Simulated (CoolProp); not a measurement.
Vapour-liquid equilibrium of acetone (1) + n-nonane (2) at 385.7 K; x and y are mole fractions of (1).

Values from CoolProp's multi-fluid Helmholtz-energy mixture model, Lemmon 2006 and Lemmon 2006; pair parameters Bell 2016.

```
x      bubble pressure (MPa)  y at the bubble point  dew pressure at overall composition x (MPa)  liquid density (mol/L)
-----  ---------------------  ---------------------  -------------------------------------------  ----------------------
0.05                 0.09352                  0.655                                      0.03428                   5.163
0.125                 0.1683                  0.813                                      0.03723                   5.406
0.2                   0.2256                  0.864                                      0.04072                   5.670
0.275                 0.2689                  0.890                                      0.04493                   5.959
0.35                  0.3019                  0.905                                      0.05009                   6.276
0.425                 0.3278                  0.916                                      0.05658                   6.629
0.5                   0.3496                  0.924                                      0.06497                   7.022
0.575                 0.3693                  0.932                                      0.07627                   7.465
0.65                  0.3889                  0.940                                      0.09227                   7.968
0.725                 0.4095                  0.949                                       0.1167                   8.545
0.8                   0.4322                  0.960                                       0.1582                   9.214
0.875                 0.4578                  0.972                                       0.2424                   9.999
0.95                  0.4868                  0.988                                       0.4114                   10.93
```

No azeotrope shows between x = 0.05 and 0.95.

The pair parameters rest on a limited set of measurements; away from them the model extrapolates. With so large a gap from Raoult's law the liquid may split in two, which this calculation doesn't test in full.
